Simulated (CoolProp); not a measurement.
Vapour-liquid equilibrium of trans-2-butene (1) + ethanol (2) at 0.929 MPa; x and y are mole fractions of (1).

The numbers come from the multi-fluid Helmholtz-energy mixture model, Lemmon 2005 and Schroeder 2014; pair parameters Bell 2016 in CoolProp.

| x | bubble temperature (K) | y at the bubble point | dew temperature at overall composition x (K) | liquid density (mol/L) |
|---|---|---|---|---|
| 0.05 | 407.4 | ___ | 419.0 | 14.13 |
| 0.2 | 373.8 | 0.766 | 412.5 | 13.75 |
| 0.35 | 360.7 | 0.861 | 405.1 | 12.90 |
| 0.5 | 357.5 | 0.881 | 396.3 | ___ |
| 0.65 | ___ | 0.892 | 385.3 | 10.97 |
| 0.8 | ___ | 0.914 | 369.7 | 10.20 |
| 0.95 | 351.0 | 0.969 | 351.8 | 9.595 |

Problem. Complete the blanks.

Solution. 
- 0.05, y at the bubble point: 0.306
- 0.5, liquid density (mol/L): 11.90
- 0.65, bubble temperature (K): 356.1
- 0.8, bubble temperature (K): 353.9

No azeotrope shows between x = 0.05 and 0.95.

The pair parameters rest on a limited set of measurements; away from them the model extrapolates. With so large a gap from Raoult's law the liquid may split in two, which this calculation doesn't test in full.
